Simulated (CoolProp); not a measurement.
Vapour-liquid equilibrium of CH2F2 (R32) (1) + R125 (2) at 0.0485 MPa; x and y are mole fractions of (1).

Computed with CoolProp (multi-fluid Helmholtz-energy mixture model, Tillner-Roth 1997 and Lemmon 2005; pair parameters Lemmon 2004).

```json
[
 {"x": "0.05", "bubble temperature, mixture model (K)": "210.9", "bubble temperature, Raoult's law (K)": "211.0", "y, mixture model": "0.064", "y, Raoult's law": "0.059"},
 {"x": "0.125", "bubble temperature, mixture model (K)": "210.5", "bubble temperature, Raoult's law (K)": "210.7", "y, mixture model": "0.157", "y, Raoult's law": "0.146"},
 {"x": "0.2", "bubble temperature, mixture model (K)": "210.1", "bubble temperature, Raoult's law (K)": "210.5", "y, mixture model": "0.245", "y, Raoult's law": "0.230"},
 {"x": "0.275", "bubble temperature, mixture model (K)": "209.7", "bubble temperature, Raoult's law (K)": "210.2", "y, mixture model": "0.329", "y, Raoult's law": "0.312"},
 {"x": "0.35", "bubble temperature, mixture model (K)": "209.4", "bubble temperature, Raoult's law (K)": "210.0", "y, mixture model": "0.408", "y, Raoult's law": "0.392"},
 {"x": "0.425", "bubble temperature, mixture model (K)": "209.1", "bubble temperature, Raoult's law (K)": "209.7", "y, mixture model": "0.483", "y, Raoult's law": "0.469"},
 {"x": "0.5", "bubble temperature, mixture model (K)": "208.8", "bubble temperature, Raoult's law (K)": "209.5", "y, mixture model": "0.554", "y, Raoult's law": "0.545"},
 {"x": "0.575", "bubble temperature, mixture model (K)": "208.6", "bubble temperature, Raoult's law (K)": "209.3", "y, mixture model": "0.621", "y, Raoult's law": "0.618"},
 {"x": "0.65", "bubble temperature, mixture model (K)": "208.4", "bubble temperature, Raoult's law (K)": "209.1", "y, mixture model": "0.686", "y, Raoult's law": "0.690"},
 {"x": "0.725", "bubble temperature, mixture model (K)": "208.2", "bubble temperature, Raoult's law (K)": "208.8", "y, mixture model": "0.750", "y, Raoult's law": "0.759"},
 {"x": "0.8", "bubble temperature, mixture model (K)": "208.1", "bubble temperature, Raoult's law (K)": "208.6", "y, mixture model": "0.813", "y, Raoult's law": "0.827"},
 {"x": "0.875", "bubble temperature, mixture model (K)": "208.0", "bubble temperature, Raoult's law (K)": "208.4", "y, mixture model": "0.878", "y, Raoult's law": "0.893"},
 {"x": "0.95", "bubble temperature, mixture model (K)": "208.0", "bubble temperature, Raoult's law (K)": "208.2", "y, mixture model": "0.948", "y, Raoult's law": "0.958"}
]
```

The largest gap from Raoult's law is -0.7 K in bubble temperature, at x = 0.575. y crosses x between x = 0.875 and 0.95: the model has an azeotrope there.

The pair parameters rest on a limited set of measurements; away from them the model extrapolates.
